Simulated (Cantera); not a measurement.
An isothermal, constant-pressure homogeneous reactor starts with C2H4 : H2 = 1 : 1.6 (molar parts), at 1250 K and 0.170 bar. Integrator tolerance rtol = 1e-08.

Model: GRI-Mech 3.0 (53 species, 325 reactions), integrated in Cantera. GRI-Mech 3.0 was tuned for natural gas; its chemistry of ethylene as a main component is partial and can be far from experiment. GRI-Mech 3.0 stops at C3 and has no aromatics, soot or wall deposition, so with more carbon than oxygen in the feed, carbon stays in small species such as C2H2 where larger ones or solid carbon would form.

```json
[
 {"quantity": "x(C2H4) at 20.0 s", "before": "0.0917 (gas-phase equilibrium 0.0599)", "after": "0.0431 (gas-phase equilibrium 0.0155)"},
 {"quantity": "x(H2) at 20.0 s", "before": "0.560 (gas-phase equilibrium 0.412)", "after": "0.759 (gas-phase equilibrium 0.654)"},
 {"quantity": "x(H) at 20.0 s", "before": "2.59e-6 (gas-phase equilibrium 7.57e-7)", "after": "3.36e-6 (gas-phase equilibrium 9.55e-7)"},
 {"quantity": "x(C2H2) at 20.0 s", "before": "0.172 (gas-phase equilibrium 0.151)", "after": "0.0605 (gas-phase equilibrium 0.0246)"},
 {"quantity": "x(C2H) at 20.0 s", "before": "2.32e-10 (gas-phase equilibrium 8.05e-11)", "after": "7.78e-11 (gas-phase equilibrium 1.04e-11)"},
 {"quantity": "x(C2H6) at 20.0 s", "before": "0.000701 (gas-phase equilibrium 0.000358)", "after": "0.000443 (gas-phase equilibrium 0.000148)"},
 {"quantity": "x(CH2) at 20.0 s", "before": "4.10e-11 (gas-phase equilibrium 1.38e-11)", "after": "2.92e-11 (gas-phase equilibrium 7.01e-12)"}
]
```

Question: Which change was made?
A) C2H4 1 to 0.33 parts
B) H2 1.6 to 0.16 parts
C) temperature 1250 to 1800 K
D) C2H4 1 to 0.11 parts

Answer: A, C2H4 1 to 0.33 parts
